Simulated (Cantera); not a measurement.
A closed system holds: 1 mol Si, 5 mol HBr, 0.82 mol H2, held at 1248.15 K and 1.33 mbar.

Cantera equilibrium calculation (NASA polynomials, part measured and part estimated; ideal gas, pure solids and liquids). Candidate condensed phases: Br2, Si; 19 gas species. The tables' values for SiBr3 are old estimates; treat these amounts as uncertain. Rates play no part.

Base state: HBr 0.443, H2 0.374, SiBr2 0.128, SiBr4 0.0411, SiBr3 0.00994, Br 0.00293, SiHBr3 0.000743 (mole fractions); condensed: gas only.

Q: What changes in the equilibrium state with this change: HBr from 5 to 2.9 mol?

A: 
```csv
species,before,after
H2,0.374,0.498
HBr,0.443,0.250
SiBr2,0.128,0.224
SiBr4,0.0411,0.0173
SiH2Br2,6.39e-6,1.49e-5
Br,0.00293,0.00143
SiBr3,0.00994,0.00853
"Si(s), mol",0,0.0880
```

Q: What changes in the equilibrium state with this change: pressure from 1.33 mbar to 1.00 bar?

A: 
| species | before | after |
|---|---|---|
| H2 | 0.374 | 0.565 |
| HBr | 0.443 | 0.229 |
| SiBr4 | 0.0411 | 0.188 |
| SiBr2 | 0.128 | 0.00438 |
| Br | 0.00293 | 4.50e-5 |
| SiH2Br2 | 6.39e-6 | 0.000248 |
